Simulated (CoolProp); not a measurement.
The fluid at 496.32 K and 0.22 MPa (gas) is heated at constant pressure to 566.9 K. The same conditions are run with several fluids, on thermodynamics alone (safety and materials aside).

Computed with CoolProp (reference Helmholtz-energy equation of state of each fluid (n-decane: Lemmon 2006; isobutane: Bücker 2006; octamethyltrisiloxane (MDM): Thol 2017)).

| fluid | heat (kJ/kg) | final density (kg/m³) |
|---|---|---|
| n-decane | 189 | 7.02 |
| isobutane | 190 | 2.73 |
| octamethyltrisiloxane (MDM) | 143 | 11.7 |
